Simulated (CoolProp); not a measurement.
Vapour-liquid equilibrium of n-perfluorobutane (1) + R365MFC (2) at 79.65 °C; x and y are mole fractions of (1).

Computed with CoolProp (multi-fluid Helmholtz-energy mixture model, Gao 2022 and Lemmon 2016; pair parameters Bell 2016).

```
x     bubble pressure (bar)  y at the bubble point  dew pressure at overall composition x (bar)  liquid density (mol/L)
----  ---------------------  ---------------------  -------------------------------------------  ----------------------
0.05                  4.777                  0.276                                        3.668                   7.470
0.2                   7.283                  0.548                                        4.341                   6.996
0.35                  8.639                  0.644                                        5.289                   6.552
0.5                   9.544                  0.707                                        6.696                   6.142
0.65                  10.29                  0.771                                        8.729                   5.777
0.8                   10.93                  0.849                                        10.56                   5.467
0.95                  11.38                  0.956                                        11.37                   5.223
```

No azeotrope shows between x = 0.05 and 0.95.

The pair parameters rest on a limited set of measurements; away from them the model extrapolates.
